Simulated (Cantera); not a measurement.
Input: 1 mol Si, 0.59 mol NF3, 6.7 mol N2, equilibrated at 1125 °C and 33.0 Pa.

These are equilibrium values from Cantera (NASA tables, ideal gas, pure condensed phases), not measurements of a reactor. Candidate condensed phases: Si, Si3N4; 16 gas species. The tables' values for SiF3, SiF2 are old estimates; treat these amounts as uncertain. Equilibrium is a limit: real reactors are often held back by kinetics, nucleation or transport.

Base state: N2 0.932, SiF4 0.0476, SiF3 0.0165, SiF2 0.00397 (mole fractions); condensed: Si3N4(s).

**Question.** What changes in the equilibrium state with this change: temperature from 1125 °C to 550 °C?

**Answer.** 
```
species         before    after
-------------  -------  -------
N2               0.932    0.937
SiF4            0.0476   0.0626
SiF3            0.0165  2.87e-7
SiF2           0.00397    <1e-9
Si3N4(s), mol    0.171    0.186
```
